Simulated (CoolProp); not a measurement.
Propylene at 298.15 K and 0.58 MPa is compressed adiabatically to 4.33 MPa with isentropic efficiency 0.8. Each further row changes one setting.

Values from CoolProp's reference Helmholtz-energy equation of state, Lemmon 2013.

```csv
case,work (kJ/kg),final temperature (K),final density (kg/m³)
as stated,142,411.2,71.3
efficiency 1,113,400.1,76.7
efficiency 0.65,174,424.4,66.2
```
